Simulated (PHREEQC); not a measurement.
Make-up at 70 °C: 7.4 mmol/kgw CdSO4 and 2.5 mmol/kgw FeSO4. Closed to the air; pH follows from the charge balance.

Equilibrium calculation in PHREEQC: ion-association model, phreeqc.dat.

No solid was allowed to form.

### Question
Order these S species by the share of S that they hold, largest first: Cd(SO4)2-2, SO4-2, FeSO4, CdSO4.

### Answer
SO4-2 (60 %), CdSO4 (27 %), FeSO4 (9.6 %), Cd(SO4)2-2 (2.9 %)

### Question
Order these Fe species by the share of Fe that they hold, largest first: Fe+2, FeSO4, FeOH+.

### Answer
Fe+2 (62 %), FeSO4 (38 %), FeOH+ (0.11 %)

The pH is 5.67 and the ionic strength 0.0244 mol/kgw. Away from 25 °C the constants follow the database's enthalpies or fits; those with neither stay at their 25 °C values.
